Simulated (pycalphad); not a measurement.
Source of the numbers: pycalphad with the COST 507 light-alloy database (1999); pressure 1 atm. These are 1990s assessments: newer ones move some temperatures and phases. Diffusion is slow at the low end, where real alloys seldom reach equilibrium.

# Ti-0.9926Si (wt.%): equilibrium cooling sequence

```
T (K)   phases above  phases below
------  ------------  ------------
1910.9        liquid  bcc + liquid
1748.8  bcc + liquid           bcc
1220.6           bcc   bcc + SITI3
1139.4   bcc + SITI3   hcp + SITI3
```

Changes were sought between steps of 100 K, so a narrower field can be missed.

Database names, with the compositions (at.%) that they take in these runs: SITI3: Ti 75 Si 25.
